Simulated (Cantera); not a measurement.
Charge: 1 mol CH3SiH3, 310 mol H2, at 2173.15 K and 15.8 Torr.

Cantera equilibrium calculation (NASA polynomials, part measured and part estimated; ideal gas, pure solids and liquids). The feed counts by its element totals alone. Gases not in the tables: Si2H6 and higher silanes. The numbers say what is thermodynamically allowed, not how fast it happens.

| species | before | after |
|---|---|---|
| H2 | 0.964 | 1.000 |
| H | 0.0327 | 8.95e-5 |
| SiH2 | 3.57e-5 | 5.57e-7 |
| Si | 0.00190 | 1.41e-7 |
| C2H2 (acetylene) | 0.00104 | 1.09e-9 |
| Si2C | 0.000102 | <1e-9 |
| SiC2 | 8.08e-5 | <1e-9 |
| SiH | 0.000126 | 7.30e-8 |
| SiC(s), mol | 0.248 | 1.000 |
Gas species are given as mole fractions.

Task: Name the change that produced these shifts.
(A) temperature from 2173.15 K to 1475 K
(B) pressure from 15.8 Torr to 180 Torr
(C) temperature from 2173.15 K to 2098 K
(D) pressure from 15.8 Torr to 100 Torr

Result: A, temperature from 2173.15 K to 1475 K
